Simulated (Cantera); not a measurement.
A freely propagating, adiabatic, planar premixed flame of 4.91 % CH4, 0.383 % C2H6, 0.638 % C3H8, 16.1 % O2, 77.6 % N2, 0.363 % H2O, equivalence ratio 0.89, unburnt at 425 K and 0.460 bar; mixture-averaged transport, grid criteria slope 0.08 and curve 0.16, no radiation.

Detailed kinetics in Cantera: GRI-Mech 3.0 (53 species, 325 reactions). GRI-Mech 3.0 was tuned for natural gas; its chemistry of propane as a main component is partial and can be far from experiment. Burning velocities carry a grid error of a few per cent, more on coarse grids.

x: mole fraction of selected species; z is measured from the peak of heat release.

```tsv
z (mm)	T (K)	u (m/s)	x CH4	x C2H6	x C3H8	x HCO	x CH2	x C2H4
-2.99	425	0.505	0.0491	0.00383	0.00638	<1e-8	<1e-8	6.27e-8
-1.99	427	0.508	0.0489	0.00382	0.00637	<1e-8	<1e-8	(withheld)
-1.49	432	0.515	0.0486	0.00382	0.00636	<1e-8	<1e-8	8.14e-6
-0.996	480	0.574	0.0467	0.00376	0.00629	<1e-8	<1e-8	0.000104
-0.498	799	0.968	0.0350	0.00316	0.00472	1.43e-7	5.71e-8	0.00113
-0.249	(withheld)	1.41	(withheld)	(withheld)	(withheld)	(withheld)	(withheld)	(withheld)
0	1496	1.84	0.00576	0.000151	4.88e-5	3.14e-5	2.09e-5	0.000752
0.249	1635	2.01	0.000444	4.46e-7	2.33e-8	8.61e-6	4.46e-6	2.60e-5
0.498	1677	2.06	1.73e-5	<1e-8	<1e-8	4.51e-7	1.95e-7	2.95e-7
0.996	1727	2.11	3.18e-8	<1e-8	<1e-8	1.71e-8	<1e-8	<1e-8
1.99	1788	2.17	<1e-8	<1e-8	<1e-8	<1e-8	<1e-8	<1e-8
3.99	1852	2.24	<1e-8	<1e-8	<1e-8	<1e-8	<1e-8	<1e-8
7.97	1908	2.30	<1e-8	<1e-8	<1e-8	<1e-8	<1e-8	<1e-8
```

Question: Fill in the missing entries.

Answer: 
- -1.99, x C2H4: 1.58e-6
- -0.249, T (K): 1151
- -0.249, x CH4: 0.0211
- -0.249, x C2H6: 0.00183
- -0.249, x C3H8: 0.00172
- -0.249, x HCO: 5.11e-6
- -0.249, x CH2: 2.65e-6
- -0.249, x C2H4: 0.00199
